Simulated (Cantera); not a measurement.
Transport properties of process gases

Gas mixture: NH₃ : H₂ : CH₄ : C₂H₆ = 0.18 : 0.33 : 0.57 : 0.55 (molar parts), at 1330 Pa, frozen composition.

Cantera's kinetic-theory transport with the Lennard-Jones parameters of GRI-Mech 3.0, ideal gas; thermal conductivity in the multicomponent form. Polar gases are described roughly by these parameters. The composition is frozen, though it would react at the higher temperatures.

```
T (K)  ρ (kg/m³)  cp (J/kg/K)  μ (µPa s)  λ (mW/m/K)     Pr  D (cm²/s) NH₃  D (cm²/s) OH  D (cm²/s) NO
-----  ---------  -----------  ---------  ----------  -----  -------------  ------------  ------------
400      0.00723         2569       13.6        60.1  0.580           28.6          41.3          27.4
600      0.00482         3299       18.9        99.6  0.626           61.5          83.6          55.8
800      0.00362         3905       23.6         142  0.650            104           136          91.2
1000     0.00289         4405       27.7         184  0.663            154           199           133
1200     0.00241         4800       31.5         226  0.669            212           269           181
1400     0.00207         5116       35.0         266  0.673            276           348           234
```
D: mixture-averaged diffusion coefficient of that species in the mixture.
